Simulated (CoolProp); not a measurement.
The fluid at 293.15 K and 0.839 MPa (gas) is heated at constant pressure to 358.4 K. The same conditions are run with several fluids, on thermodynamics alone (safety and materials aside).

Values from CoolProp's reference Helmholtz-energy equation of state of each fluid (carbon monoxide: Lemmon 2006; ethane: Bücker 2006; carbon dioxide: Span 1996; R1132(E): Akasaka 2024; C2F6 (R116): Lemmon 2006).

```tsv
fluid	heat (kJ/kg)	final density (kg/m³)
carbon monoxide	___	7.88
ethane	___	___
carbon dioxide	___	___
R1132(E)	___	___
C2F6 (R116)	___	40.7
```

### Question
Complete the blanks.

### Answer

- carbon monoxide, heat (kJ/kg): 68.8
- ethane, heat (kJ/kg): 127
- ethane, final density (kg/m³): 8.78
- carbon dioxide, heat (kJ/kg): 59.9
- carbon dioxide, final density (kg/m³): 12.7
- R1132(E), heat (kJ/kg): 70.3
- R1132(E), final density (kg/m³): 19.0
- C2F6 (R116), heat (kJ/kg): 55.3
